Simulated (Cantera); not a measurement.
A closed system holds: 1 mol B, 0.71 mol NH3, held at 1477 °C and 0.0100 bar.

Cantera equilibrium calculation (NASA polynomials, part measured and part estimated; ideal gas, pure solids and liquids). Candidate condensed phases: B, BN; 15 gas species. Mutual solubility and eutectic melting of coexisting phases are not modelled. The tables' values for BH2 are old estimates; treat these amounts as uncertain. Equilibrium is a limit: real reactors are often held back by kinetics, nucleation or transport.

Base state: H2 0.997, H 0.00232, N2 0.000165, BH2 8.99e-5 (mole fractions); condensed: B(s) + BN(s).

Task: What changes in the equilibrium state with this change: B replaced by B2O3?

Result: 
```csv
species,before,after
H2,0.997,0.516
N2,0.000165,0.191
B2O3,0,0.167
HBO2,0,0.0660
HBO,0,0.0405
B2O2,0,0.0133
BO,0,0.00247
H2O,0,0.00173
BO2,0,1.52e-5
BH2,8.99e-5,1.81e-7
H,0.00232,0.00167
"B(s), mol",0.290,0
"BN(s), mol",0.710,0
"B2O3(l), mol",0,0.562
```
Further candidate phases: B2O3, B3O3H3, H2O.
